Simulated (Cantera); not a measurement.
Charge: 1 mol CH₃F, a varied amount of H₂, at 0.100 bar.

Cantera equilibrium calculation (NASA polynomials, part measured and part estimated; ideal gas, pure solids and liquids). Candidate condensed phases: C, C₆H₆, C₇H₈, C₈H₁₈; 95 gas species. Equilibrium is a limit: real reactors are often held back by kinetics, nucleation or transport.

Stable condensed phases, one row left out:

```
T in K \ n(H₂) in mol
         1.5 2.2 2.9 3.6 4.3   5 5.7 6.4 7.2 7.9 8.6
   3225    A   B   B   B   B   B   B   B   B   B   B
   3175    A   A   B   B   B   B   B   B   B   B   B
   3075    A   A   A   A   A   A   B   B   B   B   B
   3025    A   A   A   A   A   A   A   A   B   B   B
   2975    A   A   A   A   A   A   A   A   A   A   B
   2925    A   A   A   A   A   A   A   A   A   A   A
   2875    A   A   A   A   A   A   A   A   A   A   A
   2825    A   A   A   A   A   A   A   A   A   A   A
   2775    A   A   A   A   A   A   A   A   A   A   A
```

A: C; B: gas only.

### Question
Give the row for 3125 K.

### Answer
1.5: C; 2.2: C; 2.9: C; 3.6: C; 4.3: gas only; 5: gas only; 5.7: gas only; 6.4: gas only; 7.2: gas only; 7.9: gas only; 8.6: gas only.
